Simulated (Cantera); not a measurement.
A closed system holds: 1 mol Si, 7.3 mol NF3, a varied amount of H2, equilibrated at 1673 K and 59.0 Pa.

Cantera equilibrium calculation (NASA polynomials, part measured and part estimated; ideal gas, pure solids and liquids). Candidate condensed phases: Si, Si3N4; 37 gas species. The tables' values for SiF3, SiF2 are old estimates; treat these amounts as uncertain. Rates play no part.

log p: log10 of the partial pressure in bar; nothing condenses.

```tsv
n(H2) (mol)	log p HF	log p H2	log p F	log p N2	log p SiF4	log p H	log p SiF3
5.1	-3.57	<-15	-3.70	-4.02	-4.58	-11.84	-11.50
6.2	…	<-15	…	-4.02	-4.58	…	-11.35
7.5	-3.41	-14.61	-4.12	-4.02	-4.58	-11.25	-11.08
9	-3.33	-5.93	-8.38	-4.02	-4.59	-6.91	-6.82
11	-3.37	-4.32	-9.23	-4.06	-4.64	-6.10	-6.02
13	-3.40	-4.05	-9.39	-4.09	-4.68	-5.97	-5.90
16	-3.45	-3.86	-9.54	-4.14	-4.74	-5.87	-5.82
19	-3.49	-3.75	-9.63	-4.18	-4.79	-5.82	-5.77
23	-3.54	…	…	…	…	-5.77	-5.73
28	-3.59	-3.57	-9.83	-4.29	-4.92	-5.73	-5.71
33	-3.64	-3.52	-9.90	-4.34	-4.98	-5.70	-5.70
40	-3.70	-3.47	-9.99	-4.40	-5.06	-5.68	-5.69
```

**Question.** What belongs in the gaps?

**Answer.** 
- 23, log p H2: -3.65
- 23, log p F: -9.73
- 23, log p N2: -4.23
- 23, log p SiF4: -4.85
- 6.2, log p HF: -3.49
- 6.2, log p F: -3.84
- 6.2, log p H: -11.61
